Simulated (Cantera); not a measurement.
Cantera run:

```python
import numpy as np
import cantera as ct

gas_names = """
    CL CL2 H HCL H2 N NH NH2 NH3 N2 N2H2 N2H4 Si SiCL SiCL2 SiCL3 SiCL4 SiH SiHCL3 SiH2 SiH2CL2 SiH3
    SiH3CL SiH4 SiN Si2 Si2N Si3
""".split()
cond_names = """
    NH4CL(a) NH4CL(b) Si(cr) Si(L) Si3N4(a)
""".split()


# ... load() reads the species with a 1 bar reference pressure and builds the phases ...
atoms = {
    'SiHCl3': {'Si': 1, 'H': 1, 'CL': 3},
    'NH3': {'N': 1, 'H': 3},
    'N2': {'N': 2},
}
top_T = {'Si3N4(a)': 2400}  # K; cautious upper limits of use, not melting points


# ... equilibrate(T, P, feed) seeds the gas with the atoms and calls Mixture.equilibrate('TP', solver="vcs", rtol=1e-11, max_steps=5000) ...
results = []
feed = {'SiHCl3': 1, 'NH3': 5, 'N2': 3.7}  # mol
P = 1333.22  # Pa
for T in [748, 848, 948, 1048, 1148, 1248, 1348, 1448, 1548, 1648, 1748, 1848]:
    mix = equilibrate(T, P, feed)
    results.append((T, P, feed, dict(zip(mix.species_names, mix.species_moles))))
    x = sorted(zip(gas.X, gas.species_names), reverse=True)
    print(f"T = {T:g} K  P = {P:g} Pa  gas = {mix.phase_moles(0):.4g} mol")
    print("   x: " + "  ".join(f"{s} {v:.3e}" for v, s in x if v > 1e-06))
    print("   condensed (mol): " + ("  ".join(f"{mix.phase(i).name} {mix.phase_moles(i):.4g}"
          for i in range(1, mix.n_phases) if mix.phase_moles(i) > 1e-12) or "none"))
```

Result:

```
T = 748 K  P = 1333.22 Pa  gas = 15.02 mol
   x: H2 4.399e-01  N2 3.708e-01  HCL 1.858e-01  SiCL4 3.493e-03  NH3 1.238e-05  SiHCL3 3.632e-06
   condensed (mol): Si3N4(a) 0.3158
T = 848 K  P = 1333.22 Pa  gas = 15.02 mol
   x: H2 4.367e-01  N2 3.697e-01  HCL 1.915e-01  SiCL4 2.037e-03  SiHCL3 7.532e-06  NH3 4.422e-06
   condensed (mol): Si3N4(a) 0.3231
T = 948 K  P = 1333.22 Pa  gas = 15.03 mol
   x: H2 4.352e-01  N2 3.691e-01  HCL 1.944e-01  SiCL4 1.303e-03  SiHCL3 1.314e-05  NH3 1.946e-06  SiCL3 1.481e-06
   condensed (mol): Si3N4(a) 0.3267
T = 1048 K  P = 1333.22 Pa  gas = 15.03 mol
   x: H2 4.343e-01  N2 3.688e-01  HCL 1.959e-01  SiCL4 9.022e-04  SiHCL3 2.046e-05  SiCL3 8.425e-06  SiCL2 1.442e-06
   condensed (mol): Si3N4(a) 0.3287
T = 1148 K  P = 1333.22 Pa  gas = 15.03 mol
   x: H2 4.339e-01  N2 3.686e-01  HCL 1.967e-01  SiCL4 6.637e-04  SiCL3 3.511e-05  SiHCL3 2.937e-05  SiCL2 2.050e-05
   condensed (mol): Si3N4(a) 0.3296
T = 1248 K  P = 1333.22 Pa  gas = 15.03 mol
   x: H2 4.338e-01  N2 3.687e-01  HCL 1.967e-01  SiCL4 5.073e-04  SiCL2 1.876e-04  SiCL3 1.148e-04  SiHCL3 3.940e-05  H 2.664e-06  CL 1.033e-06
   condensed (mol): Si3N4(a) 0.3291
T = 1348 K  P = 1333.22 Pa  gas = 15.04 mol
   x: H2 4.345e-01  N2 3.691e-01  HCL 1.944e-01  SiCL2 1.195e-03  SiCL4 3.845e-04  SiCL3 3.024e-04  SiHCL3 4.877e-05  H 1.321e-05  CL 4.926e-06
   condensed (mol): Si3N4(a) 0.3236
T = 1448 K  P = 1333.22 Pa  gas = 15.09 mol
   x: H2 4.376e-01  N2 3.709e-01  HCL 1.851e-01  SiCL2 5.361e-03  SiCL3 6.104e-04  SiCL4 2.554e-04  H 5.281e-05  SiHCL3 5.166e-05  CL 1.820e-05  SiH2CL2 1.616e-06
   condensed (mol): Si3N4(a) 0.3017
T = 1548 K  P = 1333.22 Pa  gas = 15.2 mol
   x: H2 4.452e-01  N2 3.755e-01  HCL 1.619e-01  SiCL2 1.614e-02  SiCL3 8.353e-04  H 1.779e-04  SiCL4 1.210e-04  CL 5.168e-05  SiHCL3 4.065e-05  SiCL 2.700e-06  SiH2CL2 2.225e-06
   condensed (mol): Si3N4(a) 0.2465
T = 1648 K  P = 1333.22 Pa  gas = 15.37 mol
   x: H2 4.564e-01  N2 3.822e-01  HCL 1.274e-01  SiCL2 3.257e-02  SiCL3 7.450e-04  H 5.210e-04  CL 1.141e-04  SiCL4 3.756e-05  SiCL 2.513e-05  SiHCL3 2.246e-05  Si 4.984e-06  SiH2CL2 2.292e-06
   condensed (mol): Si3N4(a) 0.1621
T = 1748 K  P = 1333.22 Pa  gas = 15.56 mol
   x: H2 4.670e-01  N2 3.888e-01  HCL 9.293e-02  SiCL2 4.898e-02  H 1.352e-03  SiCL3 4.914e-04  CL 2.076e-04  SiCL 1.620e-04  Si 8.676e-05  SiHCL3 9.724e-06  SiH 9.112e-06  SiCL4 8.796e-06  SiH2 7.617e-06  Si2N 4.392e-06  SiN 3.240e-06  SiH2CL2 1.910e-06
   condensed (mol): Si3N4(a) 0.0752
T = 1848 K  P = 1333.22 Pa  gas = 15.74 mol
   x: H2 4.622e-01  N2 3.940e-01  HCL 8.915e-02  SiCL2 4.980e-02  H 3.122e-03  Si 4.705e-04  SiCL 4.674e-04  CL 4.577e-04  SiCL3 3.100e-04  SiH 3.682e-05  Si2N 2.008e-05  SiH2 1.923e-05  SiN 1.315e-05  SiHCL3 4.158e-06  Si2 3.274e-06  SiCL4 2.851e-06  SiH2CL2 1.118e-06
   condensed (mol): Si(L) 0.1947
```

Method: chemical equilibrium by Gibbs-energy minimisation in Cantera with the NASA 1993 tables (ideal gas, pure condensed phases). The tables' values for SiCl3, SiCl, SiN are old estimates; treat these amounts as uncertain. Gases not in the tables: Si2H6 and higher silanes.
